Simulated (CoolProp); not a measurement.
Properties of C3F8 (R218) at several states (Tc = 345.0 K, pc = 2.640 MPa, ω = 0.317).

Model: reference Helmholtz-energy equation of state, Lemmon 2006, in CoolProp. It is a short technical equation, of lower accuracy than the large ones.

```csv
T (K),p (MPa),phase,speed of sound (m/s),Prandtl number
214.1,0.836,liquid,640.8,?
390.3,6.14,supercritical,?,?
184.9,0.0142,liquid,?,?
```

### Question
Complete the blanks.

### Answer

- 214.1, Prandtl number: 8.89
- 390.3, speed of sound (m/s): 115.3
- 390.3, Prandtl number: 2.07
- 184.9, speed of sound (m/s): 773.0
- 184.9, Prandtl number: 14.0

Viscosity comes from a separate model (Huber 2003), an estimate that may be off by 10 % or more. Thermal conductivity comes from a separate model (Huber 2003), an estimate that may be off by 10 % or more.
